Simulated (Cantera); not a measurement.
A Cantera script and its output.

```python
import numpy as np
import cantera as ct

gas = ct.Solution("h2o2.yaml")
gas.TPX = 323, 13332, {'H2': 1, 'O2': 1, 'N2': 5, 'H2O': 0.15}
flame = ct.FreeFlame(gas, width=0.16)
flame.set_refine_criteria(ratio=3, slope=0.08, curve=0.16)
flame.transport_model = "mixture-averaged"
flame.solve(loglevel=0, auto=True)
z, T = flame.grid, flame.T
thick = (T[-1] - T[0]) / np.gradient(T, z).max()
show = ['H2', 'O2', 'H2O', 'OH', 'H2O2', 'O']
print(f"laminar burning velocity  {flame.velocity[0] * 100:.3f} cm/s")
print(f"burnt temperature         {T[-1]:.1f} K")
print(f"thermal thickness         {thick * 1e3:.4f} mm")
print(f"grid points               {len(z)}")
z0 = z[flame.heat_release_rate.argmax()]
print(f"{'z/mm':>9s}{'T/K':>9s}{'u/(m/s)':>9s}" + "".join(f"{s:>11s}" for s in show))
rows = []
for k in (-3, -2, -1.5, -1, -0.5, -0.25, 0, 0.25, 0.5, 1, 2, 4, 8):
    zz = z0 + k * thick
    rows.append([k * thick, np.interp(zz, z, T), np.interp(zz, z, flame.velocity),
                 *(np.interp(zz, z, flame.X[gas.species_index(s)]) for s in show)])
    print(f"{rows[-1][0] * 1e3:9.3f}{rows[-1][1]:9.1f}{rows[-1][2]:9.3f}" + "".join(f"{x:11.3e}" for x in rows[-1][3:]))
```

Result:

```
laminar burning velocity  34.800 cm/s
burnt temperature         1379.6 K
thermal thickness         5.5243 mm
grid points               109
     z/mm      T/K  u/(m/s)         H2         O2        H2O         OH       H2O2          O
  -16.573    323.0    0.348  1.391e-01  1.400e-01  2.100e-02  4.085e-14  1.651e-09  1.869e-11
  -11.049    323.3    0.347  1.369e-01  1.403e-01  2.107e-02  7.778e-13  3.248e-08  2.340e-10
   -8.286    324.3    0.347  1.328e-01  1.410e-01  2.124e-02  9.775e-12  2.191e-07  1.154e-09
   -5.524    332.1    0.351  1.216e-01  1.426e-01  2.213e-02  9.393e-10  2.334e-06  9.796e-09
   -2.762    454.8    0.467  8.657e-02  1.420e-01  3.704e-02  2.656e-05  2.989e-05  3.309e-06
   -1.381    689.4    0.698  5.830e-02  1.302e-01  6.804e-02  1.860e-04  1.065e-05  9.116e-05
    0.000    934.7    0.941  3.085e-02  1.100e-01  1.081e-01  5.154e-04  1.214e-06  9.488e-04
    1.381   1103.9    1.110  1.243e-02  9.160e-02  1.392e-01  1.312e-03  1.152e-06  2.305e-03
    2.762   1200.2    1.206  5.315e-03  8.316e-02  1.532e-01  1.884e-03  1.194e-06  2.697e-03
    5.524   1289.2    1.293  2.284e-03  7.927e-02  1.610e-01  2.071e-03  8.555e-07  2.016e-03
   11.049   1345.8    1.348  1.011e-03  7.826e-02  1.650e-01  1.617e-03  4.558e-07  9.309e-04
   22.097   1370.1    1.370  3.065e-04  7.812e-02  1.669e-01  9.415e-04  2.066e-07  2.803e-04
   44.195   1377.1    1.377  7.586e-05  7.820e-02  1.675e-01  4.779e-04  8.299e-08  6.989e-05
```

Cantera simulation using the H2/O2 subset of GRI-Mech 3.0, which has no nitrogen chemistry; the numbers are that mechanism's predictions, not measurements. Burning velocities carry a grid error of a few per cent, more on coarse grids. Lean hydrogen flames are cellular in practice and burn faster than this planar one.
